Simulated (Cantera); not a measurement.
Input (Python, Cantera):

```python
import numpy as np
import cantera as ct

gas = ct.Solution("gri30.yaml")
gas.TPX = 1150, 130, {'H2': 0.035, 'O2': 1, 'N2': 0.54}
reactor = ct.IdealGasConstPressureReactor(gas, energy="off", clone=False)
net = ct.ReactorNet([reactor])
net.rtol, net.atol = 1e-08, 1e-18
show = ['H2', 'O2', 'NO', 'N2O', 'HO2', 'NO2', 'H']
times = np.geomspace(6e-05, 200, 12)

steps = ct.SolutionArray(gas, extra=["t"])
rows = []
print(f"{'t/s':>10s}{'T/K':>9s}{'P/Pa':>11s}" + "".join(f"{s:>11s}" for s in show))
for t in times:
    while net.time < t:
        t_next = net.step()
        steps.append(gas.state, t=t_next)
    rows.append([np.interp(t, steps.t, y) for y in (steps.T, steps.P, *steps(*show).X.T)])
    print(f"{t:10.3e}{rows[-1][0]:9.1f}{rows[-1][1]:11.4g}" + "".join(f"{x:11.3e}" for x in rows[-1][2:]))
rate = np.gradient(steps.T, steps.t)
print("integrator steps:", len(steps.t))
if steps.T.max() > steps.T[0] + 200:
    print(f"time of steepest temperature rise: {steps.t[rate.argmax()]:.4e} s")
gas.TPX = 1150, 130, {'H2': 0.035, 'O2': 1, 'N2': 0.54}
gas.equilibrate("TP")
print(f"equilibrium (TP): T = {gas.T:.1f} K  " + "  ".join(f"{s} {gas[s].X[0]:.3e}" for s in show))
```

Result:

```
       t/s      T/K       P/Pa         H2         O2         NO        N2O        HO2        NO2          H
 6.000e-05   1150.0        130  2.222e-02  6.349e-01  4.713e-26  4.877e-19  2.824e-11  1.118e-35  2.728e-11
 2.350e-04   1150.0        130  2.222e-02  6.349e-01  3.090e-24  1.932e-18  1.106e-10  3.220e-33  9.746e-11
 9.207e-04   1150.0        130  2.222e-02  6.349e-01  1.975e-22  7.909e-18  4.334e-10  1.230e-30  2.955e-10
 3.607e-03   1150.0        130  2.222e-02  6.349e-01  9.807e-21  3.650e-17  1.698e-09  5.791e-28  1.013e-09
 1.413e-02   1150.0        130  2.222e-02  6.349e-01  8.974e-19  2.633e-16  6.677e-09  5.384e-25  2.353e-08
 5.535e-02   1150.0        130  1.530e-02  6.296e-01  1.004e-11  3.786e-12  2.057e-07  3.686e-17  1.587e-03
 2.168e-01   1150.0        130  2.704e-04  6.165e-01  5.829e-09  3.421e-10  1.862e-07  2.441e-14  3.029e-03
 8.493e-01   1150.0        130  2.504e-04  6.177e-01  2.638e-08  5.298e-10  1.824e-07  1.165e-13  2.669e-03
 3.327e+00   1150.0        130  1.873e-04  6.212e-01  7.653e-08  5.806e-10  1.675e-07  4.118e-13  1.673e-03
 1.303e+01   1150.0        130  7.316e-05  6.272e-01  1.236e-07  7.312e-10  1.192e-07  1.249e-12  3.906e-04
 5.106e+01   1150.0        130  1.043e-05  6.302e-01  1.325e-07  9.799e-10  4.490e-08  4.362e-12  2.063e-05
 2.000e+02   1150.0        130  9.511e-07  6.307e-01  1.336e-07  1.127e-09  8.629e-09  1.104e-11  5.670e-07
integrator steps: 1290
equilibrium (TP): T = 1150.0 K  H2 3.393e-09  O2 6.307e-01  NO 1.517e-04  N2O 2.627e-10  HO2 1.542e-09  NO2 2.053e-07  H 1.213e-10
```

Cantera simulation using GRI-Mech 3.0 (53 species, 325 reactions); the numbers are that mechanism's predictions, not measurements. Radical loss at walls, strong at low pressure, is not modelled.
